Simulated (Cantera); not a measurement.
A freely propagating, adiabatic, planar premixed flame of 6.51 % CH4, 18.4 % O2, 69.1 % N2, 6.06 % CO2, unburnt at 350 K and 143 Torr; mixture-averaged transport, grid criteria slope 0.08 and curve 0.16, no radiation.

Computed with Cantera and GRI-Mech 3.0 (53 species, 325 reactions). Burning velocities carry a grid error of a few per cent, more on coarse grids.

Predict: laminar burning velocity; thermal thickness; peak x(H); peak x(CO); peak x(HCN); peak x(O).

laminar burning velocity: 32.8 cm/s
thermal thickness: 2.66 mm
peak x(H): 0.00369
peak x(CO): 0.0294
peak x(HCN): 1.24e-7
peak x(O): 0.00378
